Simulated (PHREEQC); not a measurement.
# Reverse-osmosis reject

Synthetic water in mmol/kgw, 25 °C, pH 7.66, pe -0.1:

| constituent | mmol/kgw |
|---|---|
| Na | 73.1 |
| K | 0.0668 |
| Ca | 4.5 |
| Mg | 6.57 |
| Cl | 58.5 |
| S(6) | 16.3 |
| Alkalinity (meq/kgw) | 0.137 |
| Br | 0.0524 |
| Mn(2) | 0.348 |
| Li | 0.0108 |

Cl is adjusted to close the charge balance.
Valence states are taken as typed.

Model: ion-association model, phreeqc.dat, run in PHREEQC.

Each row changes one thing in this solution. This is a speciation only: nothing precipitates in the calculation.

| case | ionic strength (mol/kgw) | SO4-2 (mol/kgw) | Mg+2 (mol/kgw) | Ca+2 (mol/kgw) | MgSO4 (mol/kgw) | NaSO4- (mol/kgw) | SI of Rhodochrosite (MnCO3) | SI of Gypsum (CaSO4:2H2O) |
|---|---|---|---|---|---|---|---|---|
| as made | 0.109 | 0.0118 | 0.00472 | 0.00350 | 0.00185 | 0.00153 | +0.42 | -0.66 |
| K from 0.0668 to 0.134 mmol/kgw | 0.109 | 0.0118 | 0.00472 | 0.00350 | (withheld) | 0.00153 | +0.42 | -0.66 |
| all concentrations times 2 at the same typed pH | 0.212 | 0.0216 | 0.00892 | 0.00675 | (withheld) | (withheld) | (withheld) | -0.30 |
| pH from 7.66 to 7.16 at the same alkalinity | 0.109 | 0.0118 | 0.00472 | 0.00350 | 0.00185 | 0.00153 | (withheld) | -0.66 |

**Question.** Complete the blanks.

**Answer.** 
- K from 0.0668 to 0.134 mmol/kgw, MgSO4 (mol/kgw): 0.00184
- all concentrations times 2 at the same typed pH, MgSO4 (mol/kgw): 0.00417
- all concentrations times 2 at the same typed pH, NaSO4- (mol/kgw): 0.00441
- all concentrations times 2 at the same typed pH, SI of Rhodochrosite (MnCO3): +0.86
- pH from 7.66 to 7.16 at the same alkalinity, SI of Rhodochrosite (MnCO3): -0.06

Some of these states are supersaturated (in Rhodochrosite, for instance).
